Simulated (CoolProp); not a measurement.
Vapour-liquid equilibrium of R114 (1) + n-hexane (2) at 0.388 MPa; x and y are mole fractions of (1).

Values from CoolProp's multi-fluid Helmholtz-energy mixture model, Platzer 1990 and Thol 2019; pair parameters Bell 2016. This equation is an older, rougher fit; its heat capacities, sound speeds and derivatives of the liquid may be far off and weren't checked against measurements.

| x | bubble temperature, mixture model (K) | bubble temperature, Raoult's law (K) | y, mixture model | y, Raoult's law |
|---|---|---|---|---|
| 0.05 | 381.0 | 383.3 | 0.241 | 0.223 |
| 0.15 | 364.2 | 369.5 | 0.538 | 0.510 |
| 0.25 | 352.6 | 358.7 | 0.693 | 0.677 |
| 0.35 | 344.3 | 350.0 | 0.782 | 0.782 |
| 0.45 | 338.2 | 342.8 | 0.839 | 0.852 |
| 0.55 | 333.4 | 336.8 | 0.879 | 0.900 |
| 0.65 | 329.4 | 331.6 | 0.911 | 0.934 |
| 0.75 | 325.9 | 327.1 | 0.938 | 0.960 |
| 0.85 | 322.6 | 323.2 | 0.963 | 0.979 |
| 0.95 | 319.5 | 319.6 | 0.987 | 0.994 |

The largest gap from Raoult's law is -6.1 K in bubble temperature, at x = 0.25. No azeotrope shows between x = 0.05 and 0.95.

Pair parameters are fitted to limited data, so mixtures are less certain than the pure fluids.
